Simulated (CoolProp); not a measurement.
Vapour-liquid equilibrium of toluene (1) + n-dodecane (2) at 4.63 kPa; x and y are mole fractions of (1).

Computed with CoolProp (multi-fluid Helmholtz-energy mixture model, Lemmon 2006 and Lemmon 2004; pair parameters Bell 2016).

| x | bubble temperature (K) | y at the bubble point | dew temperature at overall composition x (K) | liquid density (mol/L) |
|---|---|---|---|---|
| 0.05 | 371.5 | 0.614 | 390.5 | 4.176 |
| 0.15 | 346.3 | 0.909 | 388.0 | 4.553 |
| 0.25 | 332.3 | 0.966 | 385.3 | 4.916 |
| 0.35 | 323.6 | 0.983 | 382.2 | 5.296 |
| 0.45 | 317.7 | 0.991 | 378.7 | 5.709 |
| 0.55 | 313.4 | 0.994 | 374.6 | 6.169 |
| 0.65 | 310.1 | 0.996 | 369.6 | 6.691 |
| 0.75 | 307.4 | 0.998 | 363.3 | 7.293 |
| 0.85 | 305.1 | 0.999 | 354.3 | 7.997 |
| 0.95 | 303.0 | 1.000 | 337.4 | 8.835 |

No azeotrope shows between x = 0.05 and 0.95.

Pair parameters are fitted to limited data, so mixtures are less certain than the pure fluids. The gap from Raoult's law changes sign with composition, which may be real or a fault of the pair parameters; it wasn't checked against measurements.
